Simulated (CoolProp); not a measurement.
Vapour-liquid equilibrium of n-hexane (1) + ethylbenzene (2) at 6.76 bar; x and y are mole fractions of (1).

The numbers come from the multi-fluid Helmholtz-energy mixture model, Thol 2019 and Zhou 2012; pair parameters Bell 2016 in CoolProp.

| x | bubble temperature (°C) | y at the bubble point | dew temperature at overall composition x (°C) | liquid density (mol/L) |
|---|---|---|---|---|
| 0.05 | 216.4 | 0.156 | 222.0 | 6.280 |
| 0.125 | 205.5 | 0.340 | 218.1 | 6.327 |
| 0.2 | 196.2 | 0.477 | 213.9 | 6.356 |
| 0.275 | 188.3 | 0.582 | 209.5 | 6.370 |
| 0.35 | 181.5 | 0.664 | 204.8 | 6.372 |
| 0.425 | 175.5 | 0.729 | 199.9 | 6.364 |
| 0.5 | 170.2 | 0.782 | 194.6 | 6.348 |
| 0.575 | 165.5 | 0.827 | 188.9 | 6.326 |
| 0.65 | 161.2 | 0.866 | 182.7 | 6.299 |
| 0.725 | 157.2 | 0.900 | 175.9 | 6.268 |
| 0.8 | 153.5 | 0.930 | 168.4 | 6.233 |
| 0.875 | 150.0 | 0.958 | 160.1 | 6.195 |
| 0.95 | 146.7 | 0.984 | 151.0 | 6.154 |

No azeotrope shows between x = 0.05 and 0.95.

Pair parameters are fitted to limited data, so mixtures are less certain than the pure fluids.
